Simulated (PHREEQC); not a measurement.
# Spent oxide etchant

Consider water at 25 °C with 130 mmol/kgw HF, 1.4 mmol/kgw H2SiF6, 1.1 mmol/kgw H3PO4 and 54 mmol/kgw HCl. Closed to the air; pH follows from the charge balance.

All values are PHREEQC results (ion-association model, phreeqc.dat), not measurements.

| Item | Value |
|---|---|
| pH | 1.29 |
| ionic strength | 0.0615 mol/kgw |
| density | 0.999 g/cm³ |
| total alkalinity | -194 meq/kg |

```
species  molality  activity   log γ
-------  --------  --------  ------
HF          0.126     0.128   0.006
H+         0.0601    0.0508  -0.073
Cl-        0.0540    0.0432  -0.097
F-        0.00210   0.00168  -0.098
SiF6-2    0.00140  0.000612  -0.359
HF2-      0.00102  0.000821  -0.092
H3PO4    0.000943  0.000957   0.006
H2PO4-   0.000157  0.000128  -0.088
```

This is a speciation only: nothing precipitates in the calculation. SiF6-2 is the database's only silicon fluoride.
